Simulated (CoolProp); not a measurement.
Vapour-liquid equilibrium of cyclohexane (1) + n-dodecane (2) at 152.25 °C; x and y are mole fractions of (1).

Model: multi-fluid Helmholtz-energy mixture model, Zhou 2014 and Lemmon 2004; pair parameters Bell 2016, in CoolProp.

```
x     bubble pressure (MPa)  y at the bubble point  dew pressure at overall composition x (MPa)  liquid density (mol/L)
----  ---------------------  ---------------------  -------------------------------------------  ----------------------
0.05                0.03659                  0.565                                      0.01730                   3.916
0.15                0.07964                  0.816                                      0.01928                   4.142
0.25                 0.1266                  0.895                                      0.02177                   4.391
0.35                 0.1775                  0.934                                      0.02499                   4.669
0.45                 0.2322                  0.956                                      0.02931                   4.979
0.55                 0.2903                  0.971                                      0.03544                   5.328
0.65                 0.3513                  0.981                                      0.04478                   5.722
0.75                 0.4146                  0.988                                      0.06079                   6.172
0.85                 0.4796                  0.994                                      0.09464                   6.687
0.95                 0.5455                  0.998                                       0.2141                   7.283
```

No azeotrope shows between x = 0.05 and 0.95.

The pair parameters rest on a limited set of measurements; away from them the model extrapolates.
